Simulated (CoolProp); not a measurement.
A single-stage vapour-compression cycle with R365MFC: evaporating at 280.15 K (dew point), condensing at 320.15 K (bubble point), superheat 5 K, subcooling 2 K, compressor efficiency 0.9, no pressure losses. Each further row changes one setting.

Model: reference Helmholtz-energy equation of state, Lemmon 2016, in CoolProp.

| case | cooling COP | pressure ratio | discharge temperature (K) | refrigerating effect (kJ/kg) | volumetric capacity (kJ/m³) |
|---|---|---|---|---|---|
| as stated | 5.38 | 4.97 | 320.1 | 156 | 256 |
| evaporating temperature 285.15 K | 6.42 | 3.95 | 320.1 | 160 | 327 |
| condensing temperature 315.15 K | 6.33 | 4.17 | 315.2 | 163 | 267 |
| subcooling 7 K | 5.63 | 4.97 | 320.1 | 163 | 267 |
| superheat 15 K | 5.50 | 4.97 | 327.5 | 165 | 262 |
| compressor efficiency 0.8 | 4.79 | 4.97 | 320.6 | 156 | 256 |

The compression ends wet for: as stated; evaporating temperature 285.15 K; condensing temperature 315.15 K; subcooling 7 K.
